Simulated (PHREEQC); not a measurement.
**Cooling-tower water**

A made-up water analysis in mg/L, 10 °C, pH 7.47, pe 10: Na 39; K 158; Ca 79.2; Mg 32; Cl 144; S(6) as SO4 226; Alkalinity as HCO3 239; O(0) (dissolved oxygen) 6.47.

Cl is adjusted to close the charge balance.
Valence states are taken as typed.

The numbers come from PHREEQC with the ion-association model, phreeqc.dat.

```yaml
ionic_strength: 0.0164 mol/kgw
specific_conductance: 893 µS/cm
```

```tsv
species	molality	activity	log γ
K+	0.00402	0.00354	-0.055
HCO3-	0.00382	0.00339	-0.052
Cl-	0.00370	0.00326	-0.055
SO4-2	0.00198	0.00122	-0.212
Ca+2	0.00173	0.00107	-0.208
Na+	0.00169	0.00149	-0.053
Mg+2	0.00115	0.000718	-0.204
CO2	0.000333	0.000334	0.002
CaSO4	0.000205	0.000206	0.002
O2	0.000202	0.000203	0.002
MgSO4	0.000136	0.000136	0.002
CaHCO3+	3.80e-5	3.38e-5	-0.051
```

Precipitation was switched off in this run. Complexes and solids missing from the database can't appear. Away from 25 °C the constants follow the database's enthalpies or fits; those with neither stay at their 25 °C values.
